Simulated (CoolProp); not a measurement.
1000 sccm (0 °C, 1 atm) of nitrogen bubbles through liquid cyclopentane at 284.2 K and leaves saturated at a total pressure of 0.15 MPa (ideal gas phase). Each further row changes one setting.

Computed with CoolProp (reference Helmholtz-energy equation of state, Gedanitz 2015).

| case | vapour pressure (kPa) | mole fraction of vapour | delivery (mg/min) | delivery (sccm) | change of delivery for a bath 1 K warmer (%) |
|---|---|---|---|---|---|
| as stated | 23.7 | 0.158 | 587 | 188 | 5.4 |
| bath temperature 289.2 K | 29.4 | 0.196 | 762 | 244 | 5.4 |
| total pressure 0.3 MPa | 23.7 | 0.0790 | 268 | 85.7 | 4.9 |
